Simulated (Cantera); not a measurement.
Cantera run, input and output.

```python
import numpy as np
import cantera as ct

gas = ct.Solution("gri30.yaml")
gas.TPX = 1423, 101325, {'CO': 1, 'H2': 0.51, 'O2': 1.24, 'N2': 7.1, 'H2O': 0.42}
reactor = ct.IdealGasReactor(gas, energy="on", clone=False)
net = ct.ReactorNet([reactor])
net.rtol, net.atol = 1e-08, 1e-16
show = ['CO', 'H2', 'O2', 'H', 'H2O']
times = np.geomspace(1e-06, 0.8, 12)

steps = ct.SolutionArray(gas, extra=["t"])
rows = []
print(f"{'t/s':>10s}{'T/K':>9s}{'P/Pa':>11s}" + "".join(f"{s:>11s}" for s in show))
for t in times:
    while net.time < t:
        t_next = net.step()
        steps.append(gas.state, t=t_next)
    rows.append([np.interp(t, steps.t, y) for y in (steps.T, steps.P, *steps(*show).X.T)])
    print(f"{t:10.3e}{rows[-1][0]:9.1f}{rows[-1][1]:11.4g}" + "".join(f"{x:11.3e}" for x in rows[-1][2:]))
rate = np.gradient(steps.T, steps.t)
print("integrator steps:", len(steps.t))
if steps.T.max() > steps.T[0] + 200:
    print(f"time of steepest temperature rise: {steps.t[rate.argmax()]:.4e} s")
gas.TPX = 1423, 101325, {'CO': 1, 'H2': 0.51, 'O2': 1.24, 'N2': 7.1, 'H2O': 0.42}
gas.equilibrate("UV")
print(f"equilibrium (UV): T = {gas.T:.1f} K  " + "  ".join(f"{s} {gas[s].X[0]:.3e}" for s in show))
```

It prints:

```
       t/s      T/K       P/Pa         CO         H2         O2          H        H2O
 1.000e-06   1423.0  1.013e+05  9.737e-02  4.966e-02  1.207e-01  1.691e-08  4.090e-02
 3.441e-06   1423.0  1.013e+05  9.737e-02  4.966e-02  1.207e-01  1.107e-07  4.090e-02
 1.184e-05   1423.0  1.013e+05  9.737e-02  4.965e-02  1.207e-01  4.728e-06  4.090e-02
 4.073e-05   1587.2  1.121e+05  8.059e-02  7.217e-03  8.611e-02  1.688e-02  7.217e-02
 1.401e-04   2266.6   1.54e+05  2.828e-02  5.300e-03  5.975e-02  5.534e-03  8.040e-02
 4.822e-04   2519.3  1.684e+05  1.434e-02  2.254e-03  5.449e-02  1.180e-03  8.868e-02
 1.659e-03   2531.9  1.691e+05  1.323e-02  2.075e-03  5.337e-02  1.021e-03  8.924e-02
 5.708e-03   2525.4  1.686e+05  1.305e-02  2.054e-03  5.149e-02  9.880e-04  8.943e-02
 1.964e-02   2517.6  1.681e+05  1.286e-02  2.030e-03  4.929e-02  9.507e-04  8.965e-02
 6.758e-02   2516.4   1.68e+05  1.283e-02  2.026e-03  4.895e-02  9.451e-04  8.969e-02
 2.325e-01   2516.4   1.68e+05  1.283e-02  2.026e-03  4.895e-02  9.451e-04  8.969e-02
 8.000e-01   2516.4   1.68e+05  1.283e-02  2.026e-03  4.895e-02  9.451e-04  8.969e-02
integrator steps: 1338
time of steepest temperature rise: 3.7266e-05 s
equilibrium (UV): T = 2516.4 K  CO 1.283e-02  H2 2.026e-03  O2 4.895e-02  H 9.451e-04  H2O 8.969e-02
```

Computed with Cantera and GRI-Mech 3.0 (53 species, 325 reactions).
